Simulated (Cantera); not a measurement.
An adiabatic, constant-pressure homogeneous reactor starts with CH4 : O2 : N2 = 1 : 1.25 : 10.2 (molar parts), at 1748 K and 9.50 bar.

Computed with Cantera and GRI-Mech 3.0 (53 species, 325 reactions).

One state of this run: T (K) = 1757; x CH4 = 0.0758; x O2 = 0.0982; x NO = 1.45e-10; x C2H6 = 0.000669; x O = 2.12e-6. x: mole fraction; the columns are a selection and need not sum to one.

Q: Which value of t (s) does it belong to?
(A) 8.55e-6
(B) 0.302
(C) 7.00
(D) 2.44e-5

A: D, 2.44e-5
